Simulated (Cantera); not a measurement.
## Ignition delay

Mixture: CH4 : H2 : O2 : N2 : H2O = 1 : 0.12 : 4.9 : 18.4 : 0.55 (molar parts), at 1.10 bar, adiabatic and at constant volume. Ignition delay is the time to a rise of 400 K.

Detailed kinetics in Cantera: GRI-Mech 3.0 (53 species, 325 reactions). Below about 1000 K GRI-Mech 3.0 lacks low-temperature oxidation paths.

```tsv
T0 (K)	delay (ms)
950	196
1025	60.9
1100	26.2
1175	11.5
1250	5.05
1325	2.32
1400	1.14
1475	0.603
1550	0.343
1625	0.207
```

The apparent activation energy between 1475 and 1625 K is 140 kJ/mol.
